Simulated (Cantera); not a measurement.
Gas mixture: 34.9 % C₂H₂, 65.1 % NH₃, at 970 Pa, frozen composition.

Cantera's kinetic-theory transport with the Lennard-Jones parameters of GRI-Mech 3.0, ideal gas; thermal conductivity in the mixture-averaged form. Polar gases are described roughly by these parameters.

D: mixture-averaged diffusion coefficient of that species in the mixture.

```csv
T (K),ρ (kg/m³),cp (J/kg/K),μ (µPa s),λ (mW/m/K),Pr,D (cm²/s) O,D (cm²/s) OH,D (cm²/s) CH₃
400,0.00588,2117,…,41.1,0.713,55.1,54.2,37.0
500,0.00471,2302,…,55.0,0.714,82.1,80.7,55.8
600,0.00392,2468,…,69.6,0.713,113,111,77.6
700,0.00336,2617,…,84.8,0.711,148,145,102
800,0.00294,2751,…,100,0.709,186,183,129
900,0.00261,2876,…,116,0.708,227,223,158
1000,0.00235,2999,…,131,0.709,272,267,190
```

Problem. Fill in the missing entries.

Solution. 
- 400, μ (µPa s): 13.8
- 500, μ (µPa s): 17.1
- 600, μ (µPa s): 20.1
- 700, μ (µPa s): 23.0
- 800, μ (µPa s): 25.8
- 900, μ (µPa s): 28.5
- 1000, μ (µPa s): 31.0
